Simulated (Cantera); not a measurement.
Input: 1 mol Si3N4, 0.056 mol CO2, 6.9 mol H2, at 1 atm.

Cantera equilibrium calculation (NASA polynomials, part measured and part estimated; ideal gas, pure solids and liquids). Candidate condensed phases: C, C6H6, C7H8, C8H18, H2O, Si, SiC, SiO2, Si2N2O, Si3N4; 151 gas species. Mutual solubility and eutectic melting of coexisting phases are not modelled. Gases not in the tables: Si2H6 and higher silanes. Equilibrium is a limit: real reactors are often held back by kinetics, nucleation or transport.

x: gas mole fraction; n: condensed amount in mol.

| T (K) | x H2 | x N2 | x CH4 | x SiO | x CO | n Si2N2O(s) | n Si3N4(s) | n C(graphite) | n SiC(s) | n Si(l) |
|---|---|---|---|---|---|---|---|---|---|---|
| 1198 | 0.986 | 0.00542 | 0.00813 | 1.41e-12 | 1.05e-8 | 0.112 | 0.925 | 0 | 0 | 0 |
| 1298 | 0.987 | 0.00541 | 0.00786 | 1.27e-10 | 2.60e-7 | 0.112 | 0.925 | 0.00177 | 0 | 0 |
| 1398 | 0.988 | (withheld) | (withheld) | (withheld) | (withheld) | 0.112 | 0.913 | 0 | (withheld) | 0 |
| 1498 | 0.989 | 0.0102 | 0.000692 | 1.33e-7 | 4.97e-6 | 0.112 | 0.908 | 0 | 0.0509 | 0 |
| 1598 | 0.989 | 0.0105 | (withheld) | (withheld) | (withheld) | 0.112 | 0.907 | 0 | 0.0544 | 0 |
| 1698 | 0.989 | 0.0106 | 5.97e-5 | 3.04e-5 | 2.23e-5 | 0.112 | 0.907 | 0 | 0.0553 | 0 |
| 1798 | 0.989 | 0.0107 | 2.15e-5 | 0.000289 | 4.13e-5 | 0.110 | 0.908 | 0 | 0.0554 | 0 |
| 1898 | 0.958 | 0.0395 | 1.94e-5 | 0.00140 | 0.000261 | 0.100 | 0.808 | 0 | 0.0534 | 0.313 |
| 1998 | 0.833 | 0.158 | 1.63e-5 | 0.00534 | 0.00171 | 0.0537 | 0.319 | 0 | 0.0392 | 1.85 |

Problem. Some entries are withheld; supply them.

Solution. 
- 1598, x CH4: 0.000189
- 1598, x SiO: 2.39e-6
- 1598, x CO: 1.11e-5
- 1398, x N2: 0.00882
- 1398, x CH4: 0.00285
- 1398, x SiO: 5.05e-9
- 1398, x CO: 1.77e-6
- 1398, n SiC(s): 0.0360
